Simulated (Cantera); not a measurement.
**Low-pressure radical oxidation in H2/O2**

A perfectly stirred reactor is fed with 21.3 % H2, 78.7 % O2, equivalence ratio 0.14, at 0.00365 atm; it is held at 1400 K, and followed from long to short residence time.

Cantera simulation using the H2/O2 subset of GRI-Mech 3.0, which has no nitrogen chemistry; the numbers are that mechanism's predictions, not measurements. Radical loss at walls, strong at low pressure, is not modelled. The temperature is held fixed by assumption; the heat of reaction is taken as removed at once.

```
τ (s)        x H2   x O2   x H2O       x H   x H2O2      x O
-------  --------  -----  ------  --------  -------  -------
17       0.000668  0.756   0.234  0.000661  3.21e-8  0.00439
3.0       0.00202  0.746   0.227   0.00357  5.11e-8   0.0135
0.51      0.00544  0.718   0.209    0.0167  6.69e-8   0.0379
0.088     0.00986  0.677   0.179    0.0443  6.64e-8   0.0728
0.015      0.0136  0.659   0.161    0.0604  6.48e-8   0.0872
0.0026     0.0257  0.666   0.145    0.0640  7.35e-8   0.0785
0.00046    0.0799  0.706  0.0968    0.0507  7.51e-8   0.0458
```
x: mole fraction; the columns are a selection and need not sum to one.
